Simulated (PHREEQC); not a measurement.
1 kg of water holding 0.23 mol K2SO4, 0.026 mol KHCO3 and 0.082 mol KCl is evaporated at 30 °C; the solids stay in contact with the brine. CO2 is held at log p = -3.4 (atm). Solids allowed: Arcanite, Kalicinite, Misenite, Sylvite. Others were left out.

Computed with PHREEQC (Pitzer model, pitzer.dat).

### Question
Predict ionic strength, Sylvite (mol), C in solution (mol/kgw) at water left (kg) = 0.01999, 0.0112, 0.00522.

### Answer
```json
[
 {"water left (kg)": "0.01999", "ionic strength": "6.18", "Sylvite (mol)": "0", "C in solution (mol/kgw)": "0.715"},
 {"water left (kg)": "0.0112", "ionic strength": "7.35", "Sylvite (mol)": "0.0392", "C in solution (mol/kgw)": "1.26"},
 {"water left (kg)": "0.00522", "ionic strength": "10.0", "Sylvite (mol)": "0.0679", "C in solution (mol/kgw)": "2.70"}
]
```
